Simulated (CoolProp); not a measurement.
R13 along the isotherm 164.3 K: density (kg/m³) from the reference equation and from simpler models built on Tc = 303.0 K, pc = 3.973 MPa, ω = 0.175; each cubic takes its own stable root.

The numbers come from the reference Helmholtz-energy equation of state, Platzer 1990 in CoolProp. This equation is an older, rougher fit; its heat capacities, sound speeds and derivatives of the liquid may be far off and weren't checked against measurements.

```tsv
p (MPa)	phase	reference	van der Waals	Redlich-Kwong	Soave-Redlich-Kwong	Peng-Robinson
0.0188	liquid	1621	1.446	1.450	1580	1781
0.0335	liquid	1621	2.588	1560	1580	1781
0.0596	liquid	1621	4.643	1560	1580	1781
0.106	liquid	1621	8.384	1560	1581	1781
0.188	liquid	1622	1054	1560	1581	1781
0.335	liquid	1622	1054	1561	1581	1782
0.596	liquid	1622	1056	1562	1582	1782
1.06	liquid	1624	1058	1563	1583	1784
1.88	liquid	(withheld)	1062	1566	1586	1786
3.35	liquid	(withheld)	1068	1571	(withheld)	1790
5.96	liquid	1634	1079	1579	1597	1796
```

### Question
Some entries are withheld; supply them.

### Answer

- 1.88, reference: 1625
- 3.35, reference: 1629
- 3.35, Soave-Redlich-Kwong: 1590

At some of these states van der Waals, Redlich-Kwong gives the other phase, because its saturation line lies elsewhere.
